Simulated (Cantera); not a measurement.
Input: 1 mol Fe₂O₃, 1.4 mol CH₄, 1.4 mol N₂, 0.79 mol C, held at 0.0100 bar.

Equilibrium computed with Cantera from the NASA thermochemical tables; the gas is ideal and each condensed phase is pure. Candidate condensed phases: C, C₆H₆, C₇H₈, C₈H₁₈, Fe, Fe(CO)₅, FeO, Fe(OH)₂, Fe(OH)₃, Fe₂O₃, Fe₃O₄, H₂O; 140 gas species. Kinetics and transport are ignored.

Task: Which condensed phases are stable at each of these points (T (°C)): 527, 727, 927, 1127, 1327, 1527, 1727, 1927, 2127, 2327?

Result: 
| T (°C) | condensed phases | Fe condensed (%) |
|---|---|---|
| 527 | Fe(α) | 100.0 |
| 727 | Fe(α) | 100.0 |
| 927 | Fe(γ) | 100.0 |
| 1127 | Fe(γ) | 100.0 |
| 1327 | Fe(γ) | 100.0 |
| 1527 | Fe(δ) | 99.0 |
| 1727 | Fe(l) | 87.8 |
| 1927 | gas only | 0.0 |
| 2127 | gas only | 0.0 |
| 2327 | gas only | 0.0 |

From 527 °C to 727 °C the condensed part is Fe(α). From 927 °C to 1327 °C the condensed part is Fe(γ). At 1527 °C the condensed part is Fe(δ). At 1727 °C the condensed part is Fe(l). From 1927 °C to 2327 °C nothing is condensed.
